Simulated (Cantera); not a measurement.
Feed: 1 mol MgF2, 17 mol N2, held at 1100 K and 0.660 Torr.

Cantera equilibrium calculation (NASA polynomials, part measured and part estimated; ideal gas, pure solids and liquids). Candidate condensed phases: Mg, MgF2; 13 gas species. Kinetics and transport are ignored.

What is the equilibrium state?


| Item | Result |
|---|---|
| x(N2) | 1.000 |
| x(MgF2) | 1.08e-6 |
| n(MgF2(s)) | 1.000 mol |
| gas amount | 17.00 mol |
| log10 activity of Mg(l) (absent) | -16.06 |
